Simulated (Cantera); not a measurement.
An isothermal, constant-pressure homogeneous reactor starts with CH4 : CO2 = 1 : 2.3 (molar parts), at 1525 K and 2.20 bar.

Detailed kinetics in Cantera: GRI-Mech 3.0 (53 species, 325 reactions).

Q: Predict: x(CH4) at 3.00 s; x(CO2) at 3.00 s; x(CH2O) at 3.00 s; x(C2H4) at 3.00 s; x(OH) at 3.00 s; x(H) at 3.00 s.

A: 
```json
{
 "x(CH4) at 3.00 s": "0.0239 (gas-phase equilibrium 8.13e-7)",
 "x(CO2) at 3.00 s": "0.200 (gas-phase equilibrium 0.109)",
 "x(CH2O) at 3.00 s": "9.93e-7 (gas-phase equilibrium 1.19e-7)",
 "x(C2H4) at 3.00 s": "0.00291 (gas-phase equilibrium 2.71e-12)",
 "x(OH) at 3.00 s": "2.52e-7 (gas-phase equilibrium 1.39e-7)",
 "x(H) at 3.00 s": "6.10e-6 (gas-phase equilibrium 7.88e-6)"
}
```
